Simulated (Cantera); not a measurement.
A perfectly stirred reactor is fed with CH4 : H2 : O2 : N2 = 1 : 0.056 : 1.56 : 5.87 (molar parts), equivalence ratio 1.3, at 2330 Torr; it is adiabatic with a 550 K inlet, and is followed from long to short residence time, starting on the burning branch (τ in s: 0.061, 0.029, 0.014, 0.0065, 0.0031, 0.0014, 0.00068, 0.00032, 0.00015, 7.2e-05, 3.4e-05, 1.6e-05).

Model: GRI-Mech 3.0 (53 species, 325 reactions), integrated in Cantera.

### Question
Predict: blow-out, bracketed by the residence times tried; x(CH4) at τ = 61.0 ms; x(H2) at τ = 61.0 ms; x(O2) at τ = 61.0 ms; x(CH2) at τ = 61.0 ms; x(CH4) at τ = 0.680 ms; x(H2) at τ = 0.680 ms; x(O2) at τ = 0.680 ms; x(C2H) at τ = 0.680 ms; x(CH2) at τ = 0.680 ms.

### Answer
```json
{
 "blow_out_bracketed_by_the_residence_times_tried": "burning at 72.0 µs, out at 34.0 µs",
 "x(CH4) at τ = 61.0 ms": "2.98e-5",
 "x(H2) at τ = 61.0 ms": "0.0428",
 "x(O2) at τ = 61.0 ms": "6.96e-5",
 "x(CH2) at τ = 61.0 ms": "3.41e-7",
 "x(CH4) at τ = 0.680 ms": "0.000296",
 "x(H2) at τ = 0.680 ms": "0.0426",
 "x(O2) at τ = 0.680 ms": "0.00155",
 "x(C2H) at τ = 0.680 ms": "6.06e-8",
 "x(CH2) at τ = 0.680 ms": "1.13e-5"
}
```
